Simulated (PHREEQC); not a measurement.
A column of 0.1 m (40 cells, dispersivity 0.005 m, 720 s a shift, diffusion coefficient 3e-10 m²/s) holds 0.12 eq of the database's cation exchanger X per kg of pore water, first in equilibrium with 12 mmol/kgw MgCl2, 6.2 mmol/kgw KCl and 0.01 mmol/kgw HCl. It is flushed with 0.0011 mol (NH4)2SO4, 0.09 mol KBr, 0.038 mol MgSO4 and 1e-05 mol HCl per kg of water, at 40 °C. Values are for the last cell. The system is closed to CO2. Precipitation was switched off in this run.

All values are PHREEQC results (ion-association model, phreeqc.dat), not measurements.

```json
[
 {"pore volumes": "0", "Br in solution (mol/kgw)": "0", "S in solution (mol/kgw)": "0", "NH4 in solution (mol/kgw)": "0", "Cl in solution (mol/kgw)": "0.0302", "K in solution (mol/kgw)": "0.00620", "NH4X on the exchanger (mol/kgw)": "0", "MgX2 on the exchanger (mol/kgw)": "0.0531"},
 {"pore volumes": "0.3875", "Br in solution (mol/kgw)": "0.000118", "S in solution (mol/kgw)": "5.11e-5", "NH4 in solution (mol/kgw)": "(withheld)", "Cl in solution (mol/kgw)": "0.0302", "K in solution (mol/kgw)": "(withheld)", "NH4X on the exchanger (mol/kgw)": "3.99e-13", "MgX2 on the exchanger (mol/kgw)": "0.0531"},
 {"pore volumes": "0.7625", "Br in solution (mol/kgw)": "0.0214", "S in solution (mol/kgw)": "0.00930", "NH4 in solution (mol/kgw)": "2.10e-6", "Cl in solution (mol/kgw)": "0.0230", "K in solution (mol/kgw)": "0.00852", "NH4X on the exchanger (mol/kgw)": "2.76e-6", "MgX2 on the exchanger (mol/kgw)": "0.0531"},
 {"pore volumes": "1.137", "Br in solution (mol/kgw)": "0.0643", "S in solution (mol/kgw)": "0.0279", "NH4 in solution (mol/kgw)": "0.000182", "Cl in solution (mol/kgw)": "(withheld)", "K in solution (mol/kgw)": "0.0150", "NH4X on the exchanger (mol/kgw)": "0.000171", "MgX2 on the exchanger (mol/kgw)": "(withheld)"},
 {"pore volumes": "1.512", "Br in solution (mol/kgw)": "0.0838", "S in solution (mol/kgw)": "0.0364", "NH4 in solution (mol/kgw)": "0.000815", "Cl in solution (mol/kgw)": "0.00209", "K in solution (mol/kgw)": "0.0332", "NH4X on the exchanger (mol/kgw)": "0.000679", "MgX2 on the exchanger (mol/kgw)": "0.0426"},
 {"pore volumes": "1.887", "Br in solution (mol/kgw)": "(withheld)", "S in solution (mol/kgw)": "0.0386", "NH4 in solution (mol/kgw)": "0.00149", "Cl in solution (mol/kgw)": "0.000415", "K in solution (mol/kgw)": "0.0565", "NH4X on the exchanger (mol/kgw)": "0.00117", "MgX2 on the exchanger (mol/kgw)": "0.0320"},
 {"pore volumes": "2.138", "Br in solution (mol/kgw)": "0.0896", "S in solution (mol/kgw)": "0.0389", "NH4 in solution (mol/kgw)": "0.00179", "Cl in solution (mol/kgw)": "(withheld)", "K in solution (mol/kgw)": "0.0689", "NH4X on the exchanger (mol/kgw)": "0.00137", "MgX2 on the exchanger (mol/kgw)": "0.0268"},
 {"pore volumes": "2.513", "Br in solution (mol/kgw)": "0.0899", "S in solution (mol/kgw)": "0.0391", "NH4 in solution (mol/kgw)": "0.00204", "Cl in solution (mol/kgw)": "3.14e-5", "K in solution (mol/kgw)": "(withheld)", "NH4X on the exchanger (mol/kgw)": "0.00153", "MgX2 on the exchanger (mol/kgw)": "0.0221"},
 {"pore volumes": "2.888", "Br in solution (mol/kgw)": "0.0900", "S in solution (mol/kgw)": "0.0391", "NH4 in solution (mol/kgw)": "0.00215", "Cl in solution (mol/kgw)": "1.34e-5", "K in solution (mol/kgw)": "0.0861", "NH4X on the exchanger (mol/kgw)": "0.00158", "MgX2 on the exchanger (mol/kgw)": "0.0200"},
 {"pore volumes": "3.263", "Br in solution (mol/kgw)": "0.0900", "S in solution (mol/kgw)": "0.0391", "NH4 in solution (mol/kgw)": "(withheld)", "Cl in solution (mol/kgw)": "1.05e-5", "K in solution (mol/kgw)": "0.0884", "NH4X on the exchanger (mol/kgw)": "0.00160", "MgX2 on the exchanger (mol/kgw)": "0.0191"},
 {"pore volumes": "3.638", "Br in solution (mol/kgw)": "0.0900", "S in solution (mol/kgw)": "0.0391", "NH4 in solution (mol/kgw)": "0.00220", "Cl in solution (mol/kgw)": "1.01e-5", "K in solution (mol/kgw)": "0.0894", "NH4X on the exchanger (mol/kgw)": "0.00161", "MgX2 on the exchanger (mol/kgw)": "0.0188"},
 {"pore volumes": "4.013", "Br in solution (mol/kgw)": "0.0900", "S in solution (mol/kgw)": "0.0391", "NH4 in solution (mol/kgw)": "0.00220", "Cl in solution (mol/kgw)": "1.00e-5", "K in solution (mol/kgw)": "0.0898", "NH4X on the exchanger (mol/kgw)": "0.00161", "MgX2 on the exchanger (mol/kgw)": "0.0187"}
]
```

Q: Some entries are withheld; supply them.

A: 
- 0.3875, NH4 in solution (mol/kgw): 2.19e-13
- 0.3875, K in solution (mol/kgw): 0.00622
- 1.137, Cl in solution (mol/kgw): 0.00862
- 1.137, MgX2 on the exchanger (mol/kgw): 0.0512
- 1.887, Br in solution (mol/kgw): 0.0888
- 2.138, Cl in solution (mol/kgw): 0.000138
- 2.513, K in solution (mol/kgw): 0.0805
- 3.263, NH4 in solution (mol/kgw): 0.00218

Away from 25 °C the constants follow the database's enthalpies or fits; those with neither stay at their 25 °C values.
